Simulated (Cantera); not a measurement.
Cantera run, input and output.

```python
import numpy as np
import cantera as ct

gas = ct.Solution("gri30.yaml", transport_model="multicomponent")
show = ['CO2', 'NO', 'OH']

rows = []
print(f"{'T/K':>7s}{'rho':>11s}{'cp':>10s}{'mu':>11s}{'lambda':>11s}{'Pr':>7s}" + "".join(f"{'D_' + s:>11s}" for s in show))
for T in [400, 650, 900, 1150, 1400, 1650, 1900, 2150]:
    gas.TPX = T, 500000, {'N2O': 0.26}
    Pr = gas.cp_mass * gas.viscosity / gas.thermal_conductivity
    D = [gas.mix_diff_coeffs_mole[gas.species_index(s)] for s in show]
    rows.append([gas.density, gas.cp_mass, gas.viscosity, gas.thermal_conductivity, Pr, *D])
    print(f"{T:7g}{gas.density:11.4e}{gas.cp_mass:10.1f}{gas.viscosity:11.4e}"
          f"{gas.thermal_conductivity:11.4e}{Pr:7.3f}" + "".join(f"{d:11.4e}" for d in D))
print("SI units: kg/m3, J/kg/K, Pa s, W/m/K, m2/s")
```

Output:

```
    T/K        rho        cp         mu     lambda     Pr      D_CO2       D_NO       D_OH
    400 6.6169e+00     970.3 1.9459e-05 2.5299e-02  0.746 3.8929e-06 5.2336e-06 8.3222e-06
    650 4.0720e+00    1126.8 2.9093e-05 4.4078e-02  0.744 9.4681e-06 1.2249e-05 1.9354e-05
    900 2.9409e+00    1226.6 3.7113e-05 6.1443e-02  0.741 1.6788e-05 2.1339e-05 3.3624e-05
   1150 2.3015e+00    1285.1 4.4145e-05 7.6847e-02  0.738 2.5611e-05 3.2249e-05 5.0747e-05
   1400 1.8906e+00    1326.8 5.0510e-05 9.1048e-02  0.736 3.5789e-05 4.4821e-05 7.0480e-05
   1650 1.6041e+00    1359.1 5.6394e-05 1.0437e-01  0.734 4.7221e-05 5.8942e-05 9.2647e-05
   1900 1.3930e+00    1383.6 6.1915e-05 1.1688e-01  0.733 5.9834e-05 7.4527e-05 1.1711e-04
   2150 1.2311e+00    1402.0 6.7153e-05 1.2866e-01  0.732 7.3573e-05 9.1507e-05 1.4377e-04
SI units: kg/m3, J/kg/K, Pa s, W/m/K, m2/s
```

Model: GRI-Mech 3.0 (53 species, 325 reactions), integrated in Cantera. The composition is frozen, though it would react at the higher temperatures.
